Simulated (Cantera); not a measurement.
A Cantera script and its output.

```python
import numpy as np
import cantera as ct

gas = ct.Solution("gri30.yaml")
gas.TPX = 450, 21000, {'CH4': 1, 'C2H6': 0.14, 'C3H8': 0.078, 'O2': 4.3, 'N2': 16.2, 'H2O': 0.72}
inlet = ct.Reservoir(gas, clone=True)
gas.equilibrate("HP")  # start burning
reactor = ct.IdealGasConstPressureReactor(gas, energy="on", clone=False)
exhaust = ct.Reservoir(gas, clone=True)
tau = [0.092, 0.05, 0.027, 0.015, 0.0082, 0.0045, 0.0024, 0.0013, 0.00073, 0.0004, 0.00022, 0.00012, 6.5e-05][0]
for a, b in ((inlet, reactor), (reactor, exhaust)):
    ct.MassFlowController(a, b, mdot=lambda t: reactor.mass / tau)
net = ct.ReactorNet([reactor])
show = ['CH4', 'C2H6', 'C3H8', 'NO2', 'H2O2']

rows = []
print(f"{'tau/s':>10s}{'T/K':>9s}" + "".join(f"{s:>11s}" for s in show))
for tau in [0.092, 0.05, 0.027, 0.015, 0.0082, 0.0045, 0.0024, 0.0013, 0.00073, 0.0004, 0.00022, 0.00012, 6.5e-05]:
    net.initial_time = 0.0
    net.advance(30 * tau)
    before = gas.X
    net.advance(40 * tau)
    drift = np.max(np.abs(gas.X - before) / (gas.X + 1e-9))
    rows.append([gas.T, *gas[show].X, drift])
    print(f"{tau:10.3e}{gas.T:9.1f}" + "".join(f"{x:11.3e}" for x in gas[show].X))
```

Output:

```
     tau/s      T/K        CH4       C2H6       C3H8        NO2       H2O2
 9.200e-02   1817.0  9.423e-06  3.211e-07  1.731e-07  6.883e-09  6.103e-08
 5.000e-02   1799.6  1.413e-05  4.933e-07  2.631e-07  4.484e-09  7.697e-08
 2.700e-02   1777.1  2.161e-05  7.653e-07  4.014e-07  2.998e-09  9.779e-08
 1.500e-02   1750.6  3.310e-05  1.178e-06  6.060e-07  2.123e-09  1.236e-07
 8.200e-03   1718.1  5.278e-05  1.875e-06  9.440e-07  1.541e-09  1.583e-07
 4.500e-03   1680.7  8.717e-05  3.072e-06  1.516e-06  1.137e-09  2.038e-07
 2.400e-03   1636.6  1.558e-04  5.422e-06  2.628e-06  8.210e-10  2.667e-07
 1.300e-03   1588.1  2.979e-04  1.021e-05  4.890e-06  5.841e-10  3.471e-07
 7.300e-04   1533.6  6.307e-04  2.135e-05  1.018e-05  4.230e-10  4.474e-07
 4.000e-04    450.0  4.457e-02  6.239e-03  3.476e-03 -3.803e-20 -2.505e-18
 2.200e-04    450.0  4.457e-02  6.239e-03  3.476e-03 -1.189e-21 -7.836e-20
 1.200e-04    450.0  4.457e-02  6.239e-03  3.476e-03 -1.441e-24 -9.498e-23
 6.500e-05    450.0  4.457e-02  6.239e-03  3.476e-03 -9.105e-26 -5.999e-24
```

Computed with Cantera and GRI-Mech 3.0 (53 species, 325 reactions).
